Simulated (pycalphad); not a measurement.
CALPHAD calculation (pycalphad, COST 507 light-alloy database (1999)), 1 atm. No gas phase is included, though pure Mg would boil below 1650 K. These are 1990s assessments: newer ones move some temperatures and phases. The system is extrapolated from its subsystems; higher-order compounds may be missing. Diffusion is slow at the low end, where real alloys seldom reach equilibrium.

Question: How does the equilibrium phase assembly of Al-0.21Mn-0.38Si-0.29Mg (at.%) change on cooling from 1650 K to 350 K?

Answer: 
```
T (K)                    phases above                                phases below
-----  ------------------------------  ------------------------------------------
929.3                          LIQUID                             FCC_A1 + LIQUID
906.5                 FCC_A1 + LIQUID              ALMNSI_ALPHA + FCC_A1 + LIQUID
904.7  ALMNSI_ALPHA + FCC_A1 + LIQUID                       ALMNSI_ALPHA + FCC_A1
707.7           ALMNSI_ALPHA + FCC_A1               ALMNSI_ALPHA + FCC_A1 + MG2SI
624.6   ALMNSI_ALPHA + FCC_A1 + MG2SI  ALMNSI_ALPHA + DIAMOND_A4 + FCC_A1 + MG2SI
```
Changes were sought between steps of 50 K, so a narrower field can be missed.

Database names, with the compositions (at.%) that they take in these runs: ALMNSI_ALPHA: Al 70-73 Mn 17 Si 10-12; MG2SI: Mg 67 Si 33. FCC_A1 is fcc; DIAMOND_A4 is diamond (Si).
